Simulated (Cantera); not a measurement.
Charge: 1 mol Al, 2.2 mol N2O, 2.5 mol H2, held at 375 °C and 1330 Pa.

Equilibrium computed with Cantera from the NASA thermochemical tables; the gas is ideal and each condensed phase is pure. Candidate condensed phases: Al, AlN, Al2O3, H2O; 35 gas species. The numbers say what is thermodynamically allowed, not how fast it happens.

Base state: N2 0.468, H2 0.383, H2O 0.149, NH3 4.16e-5 (mole fractions); condensed: Al2O3(s).

**Question.** What changes in the equilibrium state with this change: temperature from 375 °C to 1675 °C?

**Answer.** 
```tsv
species	before	after
N2	0.468	0.467
H2	0.383	0.379
H2O	0.149	0.148
H	<1e-9	0.00603
OH	<1e-9	0.000214
NH3	4.16e-5	4.66e-8
Al2O3(s), mol	0.500	0.500
```

**Question.** What changes in the equilibrium state with this change: N2O from 2.2 to 1.9 mol?

**Answer.** 
```csv
species,before,after
H2,0.383,0.477
N2,0.468,0.432
H2O,0.149,0.0909
NH3,4.16e-5,5.56e-5
"Al2O3(s), mol",0.500,0.500
```

**Question.** What changes in the equilibrium state with this change: N2O from 2.2 to 5.7 mol?

**Answer.** 
```json
[
 {"species": "N2", "before": "0.468", "after": "0.630"},
 {"species": "H2O", "before": "0.149", "after": "0.276"},
 {"species": "O2", "before": "<1e-9", "after": "0.0939"},
 {"species": "H2", "before": "0.383", "after": "<1e-9"},
 {"species": "NH3", "before": "4.16e-5", "after": "<1e-9"},
 {"species": "Al2O3(s), mol", "before": "0.500", "after": "0.500"}
]
```
